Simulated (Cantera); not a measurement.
## Carbon deposition, reforming and gasification: C₂H₂ + NH₃

Charge: 1 mol C₂H₂, a varied amount of NH₃, held at 2550 K and 4.60 bar.

These are equilibrium values from Cantera (NASA tables, ideal gas, pure condensed phases), not measurements of a reactor. Candidate condensed phases: C, C₆H₆, C₇H₈, C₈H₁₈; 92 gas species. Equilibrium is a limit: real reactors are often held back by kinetics, nucleation or transport.

From 0.011 mol NH₃ to 0.35 mol NH₃ the condensed part is C(graphite). The main C-bearing gas is C₂H₂ (acetylene) throughout. The share of C in condensed phases is highest at 0.011 mol NH₃ (98.4 %) and lowest at 0.35 mol NH₃ (95.8 %).

```tsv
n(NH₃) (mol)	x H₂	x N₂	x HCN	x H	x C₂H₂ (acetylene)	n C(graphite)
0.011	0.964	0.00295	0.00427	0.0143	0.0128	1.97
0.016	0.961	0.00468	0.00537	0.0143	0.0128	1.97
0.024	0.957	0.00755	0.00680	0.0142	0.0127	1.96
0.035	0.951	0.0115	0.00838	0.0142	0.0127	1.96
0.051	0.944	0.0172	0.0102	0.0141	0.0126	1.96
0.075	0.933	0.0255	0.0123	0.0141	0.0124	1.95
0.11	0.920	0.0365	0.0147	0.0139	0.0122	1.95
0.16	0.904	0.0506	0.0171	0.0138	0.0120	1.94
0.24	0.882	0.0694	0.0198	0.0137	0.0117	1.93
0.35	0.860	0.0898	0.0222	0.0135	0.0114	1.92
```
x: gas mole fraction; n: condensed amount in mol.
